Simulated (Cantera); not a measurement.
Standard-state values (1 bar) from the NASA 1993 polynomials, evaluated with Cantera. Values are per mole of reaction as written; species without (g) are pure solids or liquids, kept so even where they would boil at 1 bar.

Ti₄O₇ → O₃(g) + 4 TiO(g), with ΔH° = 3763.9 kJ and ΔS° = 973.9 J/K at 300 K.

Task: How far is the shortcut ΔG° ≈ ΔH°(300 K) − T·ΔS°(300 K) from the full temperature-dependent value at 1073, 1123, 1173, 1223, 1273, 1323 K?

Result: 
| T (K) | shortcut (kJ) | full (kJ) | difference (kJ) | difference in log10 K |
|---|---|---|---|---|
| 1073 | 2718.9 | 2757.7 | -38.8 | 1.89 |
| 1123 | 2670.2 | 2713.7 | -43.4 | 2.02 |
| 1173 | 2621.5 | 2669.8 | -48.3 | 2.15 |
| 1223 | 2572.8 | 2626.2 | -53.3 | 2.28 |
| 1273 | 2524.1 | 2582.7 | -58.6 | 2.40 |
| 1323 | 2475.4 | 2539.4 | -64.0 | 2.53 |
The shortcut ignores the heat-capacity change of the reaction.
